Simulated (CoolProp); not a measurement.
Model: reference Helmholtz-energy equation of state, Tillner-Roth 1997, in CoolProp.

For CH2F2 (R32), give the phase and the cv (kJ/(kg K)), Joule-Thomson coefficient (K/MPa), expansivity (1/kK), viscosity (µPa s) at -16.95 °C and 2840 kPa.


- -16.95 °C and 2840 kPa: liquid; cv 0.934, Joule-Thomson coefficient -0.157, expansivity 2.77, viscosity 194

Viscosity comes from a separate model (Bell 2016), an estimate that may be off by 10 % or more.
